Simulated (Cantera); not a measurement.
A perfectly stirred reactor is fed with 0.378 % CH2O, 0.199 % O2, 99.4 % N2, equivalence ratio 1.9, at 890000 Pa; it is held at 1050 K, and followed from long to short residence time.

Detailed kinetics in Cantera: GRI-Mech 3.0 (53 species, 325 reactions).

One state of this run: x CH2O = 0.000317; x O2 = 0.00110; x HCN = <1e-12; x H2O = 0.00149; x C2H6 = <1e-12; x C2H2 = <1e-12; x N2O = 3.92e-9. x: mole fraction; the columns are a selection and need not sum to one.

Task: Which value of τ (s) does it belong to?
(A) 0.032
(B) 0.0021
(C) 1.2
(D) 0.49

Result: A, 0.032
